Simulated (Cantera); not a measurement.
## Aluminium nitride and oxide growth: Al + NH₃ + N₂

Charge: 1 mol Al, 6.5 mol NH₃, 590 mol N₂, at 1825 K.

Equilibrium computed with Cantera from the NASA thermochemical tables; the gas is ideal and each condensed phase is pure. Candidate condensed phases: Al, AlN; 13 gas species. Rates play no part.

| P (Pa) | log p N₂ | log p H₂ | log p H | log p Al | log p AlH | log p NH₃ | log p Al₂ | log p N | n AlN(s) |
|---|---|---|---|---|---|---|---|---|---|
| 10 | -4.01 | -5.87 | -6.29 | -6.78 | -10.09 | -15.36 | -13.65 | -12.25 | 0 |
| 28 | -3.56 | -5.39 | -6.05 | -6.33 | -9.40 | -14.42 | -12.75 | -12.03 | 0 |
| 77 | -3.12 | -4.93 | -5.82 | -5.90 | -8.73 | -13.52 | -11.87 | -11.81 | 0 |
| 220 | -2.67 | -4.47 | -5.59 | -5.44 | -8.04 | -12.59 | -10.96 | -11.58 | 0 |
| 600 | -2.23 | -4.02 | -5.37 | -5.16 | -7.54 | -11.71 | -10.39 | -11.36 | 0.294 |
| 1700 | -1.78 | -3.57 | -5.14 | -5.38 | -7.54 | -10.80 | -10.85 | -11.13 | 0.852 |
| 4600 | -1.34 | -3.13 | -4.92 | -5.60 | -7.53 | -9.93 | -11.28 | -10.92 | 0.967 |
| 13000 | -0.89 | -2.68 | -4.70 | -5.82 | -7.53 | -9.02 | -11.73 | -10.69 | 0.993 |
| 36000 | -0.45 | -2.24 | -4.47 | -6.04 | -7.53 | -8.14 | -12.17 | -10.47 | 0.998 |
| 100000 | -0.01 | -1.79 | -4.25 | -6.27 | -7.53 | -7.25 | <-12 | -10.25 | 1.000 |
log p: log10 of the partial pressure in bar; n: condensed amount in mol.

From 10.0 Pa to 220 Pa nothing is condensed. From 600 Pa to 100000 Pa the condensed part is AlN(s). The main Al-bearing gas is Al throughout.
